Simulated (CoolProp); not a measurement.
Hexamethyldisiloxane (MM) along the isobar 11.5 MPa: fugacity coefficient from the reference equation and from simpler models built on Tc = 518.7 K, pc = 1.931 MPa, ω = 0.418; each cubic takes its own stable root.

Model: reference Helmholtz-energy equation of state, Thol 2016, in CoolProp.

| T (K) | phase | reference | van der Waals | Redlich-Kwong | Soave-Redlich-Kwong | Peng-Robinson |
|---|---|---|---|---|---|---|
| 271.2 | liquid | 0.0002945 | 0.03226 | 0.002192 | 0.0003210 | 0.0003097 |
| 295.7 | liquid | 0.001137 | 0.04840 | 0.005774 | 0.001214 | 0.001139 |
| 320.2 | liquid | 0.003393 | 0.06810 | 0.01256 | 0.003589 | 0.003304 |
| 344.7 | liquid | 0.008305 | 0.09112 | 0.02367 | 0.008768 | 0.007964 |
| 369.2 | liquid | 0.01741 | 0.1171 | 0.03992 | 0.01844 | 0.01659 |
| 393.8 | liquid | 0.03235 | 0.1457 | 0.06183 | 0.03446 | 0.03083 |
| 418.3 | liquid | 0.05429 | 0.1763 | 0.08920 | 0.05826 | 0.05195 |
| 442.8 | liquid | 0.08408 | 0.2085 | 0.1217 | 0.09091 | 0.08093 |
| 467.3 | liquid | 0.1218 | 0.2420 | 0.1588 | 0.1327 | 0.1181 |
| 491.8 | liquid | 0.1671 | 0.2762 | 0.1994 | 0.1832 | 0.1631 |
| 516.3 | liquid | 0.2188 | 0.3109 | 0.2428 | 0.2411 | 0.2149 |
| 540.9 | supercritical | 0.2759 | 0.3459 | 0.2881 | 0.3051 | 0.2724 |
| 565.4 | supercritical | 0.3362 | 0.3806 | 0.3341 | 0.3726 | 0.3332 |
| 589.9 | supercritical | 0.3983 | 0.4149 | 0.3801 | 0.4417 | 0.3958 |
